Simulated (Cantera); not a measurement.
Charge: 1 mol borazine, 0.12 mol H₂O, 55 mol N₂, at 0.105 Torr.

Cantera equilibrium calculation (NASA polynomials, part measured and part estimated; ideal gas, pure solids and liquids). Candidate condensed phases: B, BN, B₂O₃, B₃O₃H₃, H₂O; 39 gas species. The feed counts by its element totals alone. The numbers say what is thermodynamically allowed, not how fast it happens.

**Question.** At 1623 K, list the 6 most abundant gas species with their mole fractions, and the condensed phases.

**Answer.** N₂ 0.944, H₂ 0.0523, H 0.00134, HBO 0.00113, BO 0.000634, B₂O₂ 0.000133. Condensed: BN(s).
